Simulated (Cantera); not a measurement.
Feed: 1 mol SiH₂Cl₂, 0.82 mol NO, 42 mol H₂, at 6.20 Pa.

Cantera equilibrium calculation (NASA polynomials, part measured and part estimated; ideal gas, pure solids and liquids). Candidate condensed phases: H₂O, NH₄Cl, Si, SiO₂, Si₂N₂O, Si₃N₄; 47 gas species. Mutual solubility and eutectic melting of coexisting phases are not modelled. The tables hold silica as quartz up to 1696 K and as liquid above; real silica turns to tridymite and cristobalite and melts near 1996 K. Rates play no part.

Question: Which condensed phases are stable at each of these points (T (K)): 673, 823, 973, 1123, 1273, 1423, 1573, 1723, 1873, 2023, 2173?

Answer: 
```json
[
 {"T (K)": "673", "condensed phases": "SiO₂(α-quartz) + Si₂N₂O(s)", "Si condensed (%)": "100.0"},
 {"T (K)": "823", "condensed phases": "SiO₂(α-quartz) + Si₂N₂O(s)", "Si condensed (%)": "100.0"},
 {"T (K)": "973", "condensed phases": "SiO₂(β-quartz) + Si₂N₂O(s)", "Si condensed (%)": "100.0"},
 {"T (K)": "1123", "condensed phases": "SiO₂(β-quartz) + Si₂N₂O(s)", "Si condensed (%)": "99.9"},
 {"T (K)": "1273", "condensed phases": "SiO₂(β-quartz) + Si₂N₂O(s)", "Si condensed (%)": "76.6"},
 {"T (K)": "1423", "condensed phases": "gas only", "Si condensed (%)": "0.0"},
 {"T (K)": "1573", "condensed phases": "gas only", "Si condensed (%)": "0.0"},
 {"T (K)": "1723", "condensed phases": "gas only", "Si condensed (%)": "0.0"},
 {"T (K)": "1873", "condensed phases": "gas only", "Si condensed (%)": "0.0"},
 {"T (K)": "2023", "condensed phases": "gas only", "Si condensed (%)": "0.0"},
 {"T (K)": "2173", "condensed phases": "gas only", "Si condensed (%)": "0.0"}
]
```

From 673 K to 823 K the condensed part is SiO₂(α-quartz) + Si₂N₂O(s). From 973 K to 1273 K the condensed part is SiO₂(β-quartz) + Si₂N₂O(s). From 1423 K to 2173 K nothing is condensed.
